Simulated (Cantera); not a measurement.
A Cantera script and what it prints.

```python
import numpy as np
import cantera as ct

gas_names = """
    H H2 H2S N NH NH2 NH3 N2 N2H2 N2H4 Pb PbS Pb2 S SH SN S2 S8
""".split()
cond_names = """
    Pb(cr) Pb(L) PbS(s) PbS(L) S(cr1) S(cr2) S(L)
""".split()


# ... load() reads the species with a 1 bar reference pressure and builds the phases ...
atoms = {
    'Pb': {'Pb': 1},
    'H2S': {'H': 2, 'S': 1},
    'N2': {'N': 2},
    'NH3': {'N': 1, 'H': 3},
}
top_T = {}  # K; cautious upper limits of use, not melting points


# ... equilibrate(T, P, feed) seeds the gas with the atoms and calls Mixture.equilibrate('TP', solver="vcs", rtol=1e-11, max_steps=5000) ...
results = []
feed = {'Pb': 1, 'H2S': 0.1, 'N2': 6.4, 'NH3': 2.9}  # mol
P = 26000  # Pa
for T in [1225, 1275, 1325, 1375, 1425, 1475, 1525, 1575, 1625]:
    mix = equilibrate(T, P, feed)
    results.append((T, P, feed, dict(zip(mix.species_names, mix.species_moles))))

top = {s: max(r[3][s] / sum(r[3][g] for g in gas_names) for r in results) for s in gas_names}
cols = sorted((s for s in top if top[s] > 0.0001), key=lambda s: -top[s])[:5]
seen = [c for c in cond_names if any(r[3].get(c, 0) > 1e-12 for r in results)]
print("log10 of partial pressures in bar; condensed amounts in mol")
print(f"{'T/K':>10s}" + "".join(f"{s[:9]:>10s}" for s in cols + seen))
for T, P, feed, n in results:
    ng = sum(n[g] for g in gas_names)
    print(f"{T:10.4g}" + "".join(f"{np.log10(max(n[s] / ng * P / 1e5, 1e-99)):10.3f}" for s in cols)
          + "".join(f"{n.get(c, 0):10.4g}" for c in seen))
```

Output:

```
log10 of partial pressures in bar; condensed amounts in mol
       T/K        N2        H2        Pb       PbS       H2S     Pb(L)
      1225    -0.784    -1.034    -3.029    -2.921    -3.048    0.8982
      1275    -0.786    -1.035    -2.724    -2.836    -3.203    0.8397
      1325    -0.789    -1.037    -2.443    -2.783    -3.374    0.7464
      1375    -0.794    -1.042    -2.183    -2.753    -3.553    0.5928
      1425    -0.803    -1.050    -1.941    -2.740    -3.737    0.3381
      1475    -0.814    -1.061    -1.752    -2.739    -3.888         0
      1525    -0.814    -1.061    -1.751    -2.743    -3.846         0
      1575    -0.814    -1.061    -1.751    -2.746    -3.808         0
      1625    -0.814    -1.061    -1.750    -2.750    -3.772         0
```

These are equilibrium values from Cantera (NASA tables, ideal gas, pure condensed phases), not measurements of a reactor.
